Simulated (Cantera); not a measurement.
A perfectly stirred reactor is fed with C2H6 : H2 = 0.29 : 9.6 (molar parts), at 0.143 Torr; it is held at 1950 K, and followed from long to short residence time.

Cantera simulation using GRI-Mech 3.0 (53 species, 325 reactions); the numbers are that mechanism's predictions, not measurements. GRI-Mech 3.0 stops at C3 and has no aromatics, soot or wall deposition, so with more carbon than oxygen in the feed, carbon stays in small species such as C2H2 where larger ones or solid carbon would form. Radical loss at walls, strong at low pressure, is not modelled.

Predict: x(C2H6) at τ = 2.70 s; x(H2) at τ = 2.70 s; x(C2H4) at τ = 2.70 s; x(CH4) at τ = 2.70 s; x(H) at τ = 2.70 s; x(C2H6) at τ = 0.110 s; x(H2) at τ = 0.110 s; x(C2H4) at τ = 0.110 s; x(CH4) at τ = 0.110 s; x(H) at τ = 0.110 s.


```json
{
 "x(C2H6) at τ = 2.70 s": "1.69e-5",
 "x(H2) at τ = 2.70 s": "0.955",
 "x(C2H4) at τ = 2.70 s": "0.000109",
 "x(CH4) at τ = 2.70 s": "0.0132",
 "x(H) at τ = 2.70 s": "0.00921",
 "x(C2H6) at τ = 0.110 s": "0.000368",
 "x(H2) at τ = 0.110 s": "0.941",
 "x(C2H4) at τ = 0.110 s": "0.000900",
 "x(CH4) at τ = 0.110 s": "0.0302",
 "x(H) at τ = 0.110 s": "0.0111"
}
```
